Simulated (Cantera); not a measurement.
Mixture: 6.76 % CH₄, 19.6 % O₂, 73.6 % N₂, equivalence ratio 0.69, at 760 Torr, adiabatic and at constant pressure. Ignition delay is the time to a rise of 400 K.

Computed with Cantera and GRI-Mech 3.0 (53 species, 325 reactions).

### Question
Predict: delay at 1000 K; delay at 1100 K; delay at 1200 K; delay at 1300 K; apparent activation energy between 1250 and 1350 K.

### Answer
- delay at 1000 K: 0.904 s
- delay at 1100 K: 0.169 s
- delay at 1200 K: 37.3 ms
- delay at 1300 K: 9.59 ms
- apparent activation energy between 1250 and 1350 K: 180 kJ/mol
